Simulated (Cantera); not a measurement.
Standard-state values (1 bar) from the NASA 1993 polynomials, evaluated with Cantera. Values are per mole of reaction as written; species without (g) are pure solids or liquids, kept so even where they would boil at 1 bar.

2 N2(g) + 3 SiC2(g) = Si3N4 + 6 C

```csv
T (K),ΔH° (kJ),ΔS° (J/K),ΔG° (kJ),log10 K
300,___,___,___,___
2198,-2496.1,-888.5,-543.2,12.91
2248,-2492.1,-886.7,-498.8,11.59
2298,___,___,___,___
2348,___,___,___,___
2398,___,___,___,___
```

Problem. Some entries are withheld; supply them.

Solution. 
- 300, ΔH° (kJ): -2590.0
- 300, ΔS° (J/K): -946.3
- 300, ΔG° (kJ): -2306.1
- 300, log10 K: 401.53
- 2298, ΔH° (kJ): -2488.1
- 2298, ΔS° (J/K): -884.9
- 2298, ΔG° (kJ): -454.5
- 2298, log10 K: 10.33
- 2348, ΔH° (kJ): -2484.1
- 2348, ΔS° (J/K): -883.2
- 2348, ΔG° (kJ): -410.3
- 2348, log10 K: 9.13
- 2398, ΔH° (kJ): -2480.1
- 2398, ΔS° (J/K): -881.5
- 2398, ΔG° (kJ): -366.2
- 2398, log10 K: 7.98
